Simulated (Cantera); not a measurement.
An isothermal, constant-pressure homogeneous reactor starts with 6.33 % CH4, 88.6 % N2, 5.06 % H2O, at 1748 K and 0.0133 bar.

Computed with Cantera and GRI-Mech 3.0 (53 species, 325 reactions). Radical loss at walls, strong at low pressure, is not modelled.

Task: Predict: x(CH4) at 10.0 s; x(C2H2) at 10.0 s; x(H) at 10.0 s; x(C2H) at 10.0 s; x(C2H4) at 10.0 s; x(CH2) at 10.0 s; x(H2) at 10.0 s.

Result: 
- x(CH4) at 10.0 s: 0.00101 (gas-phase equilibrium 1.37e-6)
- x(C2H2) at 10.0 s: 0.0139 (gas-phase equilibrium 0.000398)
- x(H) at 10.0 s: 0.000532 (gas-phase equilibrium 0.000779)
- x(C2H) at 10.0 s: 3.99e-7 (gas-phase equilibrium 1.41e-8)
- x(C2H4) at 10.0 s: 2.76e-6 (gas-phase equilibrium 2.73e-8)
- x(CH2) at 10.0 s: 3.81e-7 (gas-phase equilibrium 7.73e-10)
- x(H2) at 10.0 s: 0.129 (gas-phase equilibrium 0.153)
